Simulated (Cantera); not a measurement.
A perfectly stirred reactor is fed with CH₄ : H₂ : O₂ : N₂ : CO₂ = 1 : 1.2 : 4.19 : 15.8 : 1.1 (molar parts), equivalence ratio 0.62, at 9.87 atm; it is adiabatic with a 700 K inlet, and is followed from long to short residence time, starting on the burning branch (τ in s: 0.36, 0.13, 0.044, 0.015, 0.0053, 0.0018, 0.00064, 0.00022, 7.7e-05, 2.7e-05, 9.3e-06).

Computed with Cantera and GRI-Mech 3.0 (53 species, 325 reactions).

Task: What does this change do: pressure from 9.87 atm to 0.987 atm?

Result: 
```
quantity                                                                      before                               after
------------------------------------------------  ----------------------------------  ----------------------------------
blow-out, bracketed by the residence times tried  burning at 27.0 µs, out at 9.30 µs  burning at 77.0 µs, out at 27.0 µs
x(CH₄) at τ = 0.360 s                                                        3.08e-7                             1.37e-6
x(H₂) at τ = 0.360 s                                                         4.07e-5                            0.000153
x(O₂) at τ = 0.360 s                                                          0.0695                              0.0697
x(N₂O) at τ = 0.360 s                                                        6.46e-7                             2.32e-7
x(OH) at τ = 0.360 s                                                        0.000906                             0.00174
x(CH₄) at τ = 1.80 ms                                                        3.22e-5                             5.80e-5
x(H₂) at τ = 1.80 ms                                                        0.000216                             0.00211
x(O₂) at τ = 1.80 ms                                                          0.0702                              0.0716
x(N₂O) at τ = 1.80 ms                                                        1.58e-6                             3.94e-7
x(OH) at τ = 1.80 ms                                                         0.00151                             0.00552
```

Task: What does this change do: H2 1.2 to 1.9 parts?

Result: 
| quantity | before | after |
|---|---|---|
| blow-out, bracketed by the residence times tried | burning at 27.0 µs, out at 9.30 µs | burning at 9.30 µs, the shortest tried |
| x(CH₄) at τ = 0.360 s | 3.08e-7 | 1.35e-7 |
| x(H₂) at τ = 0.360 s | 4.07e-5 | 0.000156 |
| x(O₂) at τ = 0.360 s | 0.0695 | 0.0521 |
| x(N₂O) at τ = 0.360 s | 6.46e-7 | 7.92e-7 |
| x(OH) at τ = 0.360 s | 0.000906 | 0.00180 |
| x(CH₄) at τ = 1.80 ms | 3.22e-5 | 1.83e-5 |
| x(H₂) at τ = 1.80 ms | 0.000216 | 0.000390 |
| x(O₂) at τ = 1.80 ms | 0.0702 | 0.0539 |
| x(N₂O) at τ = 1.80 ms | 1.58e-6 | 1.24e-6 |
| x(OH) at τ = 1.80 ms | 0.00151 | 0.00243 |
